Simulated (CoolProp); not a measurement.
R236FA at 281.11 K and 0.325 MPa flows at 1.7 m/s in a round tube of 50 mm bore and 1.5 µm roughness, fully developed (64/Re and Nu = 3.66 if laminar; Colebrook and Gnielinski if turbulent). Each further row changes one setting.

Model: reference Helmholtz-energy equation of state, Pan 2012, in CoolProp.

```
case              Reynolds number  Darcy friction factor  pressure drop (Pa/m)  heat-transfer coefficient (W/(m² K))  mass flow (kg/h)
----------------  ---------------  ---------------------  --------------------  ------------------------------------  ----------------
as stated                  337000                    [?]                   593                                  2440               [?]
velocity 3.4 m/s           675000                 0.0130                  2130                                  4520             34100
diameter 100 mm            675000                 0.0127                   261                                   [?]             68100
```

Task: Fill in the missing entries.

Result: 
- as stated, Darcy friction factor: 0.0145
- as stated, mass flow (kg/h): 17000
- diameter 100 mm, heat-transfer coefficient (W/(m² K)): 2230

Viscosity comes from a separate model (Huber 2003), an estimate that may be off by 10 % or more. Thermal conductivity comes from a separate model (Huber 2003), an estimate that may be off by 10 % or more.
